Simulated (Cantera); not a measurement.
A freely propagating, adiabatic, planar premixed flame of 21.2 % H2, 16.5 % O2, 62.3 % N2, equivalence ratio 0.64, unburnt at 573 K and 4.93 atm; mixture-averaged transport, grid criteria slope 0.08 and curve 0.16, no radiation.

Detailed kinetics in Cantera: the H2/O2 subset of GRI-Mech 3.0, which has no nitrogen chemistry. The hydrogen kinetics of GRI-Mech 3.0 are dated; newer H2 mechanisms differ, most at raised pressure. Burning velocities carry a grid error of a few per cent, more on coarse grids. Lean hydrogen flames are cellular in practice and burn faster than this planar one.

Predict: laminar burning velocity; thermal thickness; peak x(HO2); peak x(H); peak x(H2O2).


| Item | Result |
|---|---|
| laminar burning velocity | 262 cm/s |
| thermal thickness | 0.0605 mm |
| peak x(HO2) | 0.000810 |
| peak x(H) | 0.00718 |
| peak x(H2O2) | 0.000116 |
